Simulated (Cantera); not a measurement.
Feed: 1 mol SiH2Cl2, 19 mol NH3, 7.2 mol H2, at 1700 °C and 64.0 Pa.

Equilibrium computed with Cantera from the NASA thermochemical tables; the gas is ideal and each condensed phase is pure. Candidate condensed phases: NH4Cl, Si, Si3N4; 28 gas species. The tables' values for SiCl, SiN are old estimates; treat these amounts as uncertain. Gases not in the tables: Si2H6 and higher silanes. Rates play no part.

Base state: H2 0.705, N2 0.193, H 0.0448, HCl 0.0352, Si 0.0176, Cl 0.00167, SiCl2 0.00155, SiCl 0.000633 (mole fractions); condensed: gas only.

### Question
What changes in the equilibrium state with this change: NH3 from 19 to 32 mol?

### Answer
```json
[
 {"species": "H2", "before": "0.705", "after": "0.706"},
 {"species": "N2", "before": "0.193", "after": "0.211"},
 {"species": "H", "before": "0.0448", "after": "0.0448"},
 {"species": "HCl", "before": "0.0352", "after": "0.0239"},
 {"species": "Si", "before": "0.0176", "after": "0.0121"},
 {"species": "SiCl2", "before": "0.00155", "after": "0.000491"},
 {"species": "SiCl", "before": "0.000633", "after": "0.000295"},
 {"species": "Si2", "before": "6.09e-5", "after": "2.86e-5"}
]
```

### Question
What changes in the equilibrium state with this change: pressure from 64.0 Pa to 10.0 mbar?

### Answer
```csv
species,before,after
H2,0.705,0.747
N2,0.193,0.199
HCl,0.0352,0.0337
H,0.0448,0.0117
Si,0.0176,0.00316
SiCl2,0.00155,0.00375
Cl,0.00167,0.000393
SiH2,2.29e-5,6.79e-5
"Si(l), mol",0,0.628
```
